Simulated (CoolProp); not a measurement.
Vapour-liquid equilibrium of R152A (1) + isobutane (2) at 0.699 bar; x and y are mole fractions of (1).

The numbers come from the multi-fluid Helmholtz-energy mixture model, Outcalt 1996 and Bücker 2006; pair parameters Bell 2016 in CoolProp.

Task: Give the bubble temperature and the first vapour's composition at x = 0.25, 0.65, 0.95. Is there an azeotrope?

Result: x = 0.25: -34.4 °C, y = 0.552; x = 0.65: -36.6 °C, y = 0.666; x = 0.95: -34.3 °C, y = 0.864. y crosses x between x = 0.65 and 0.75: the model has an azeotrope there.

Pair parameters are fitted to limited data, so mixtures are less certain than the pure fluids.
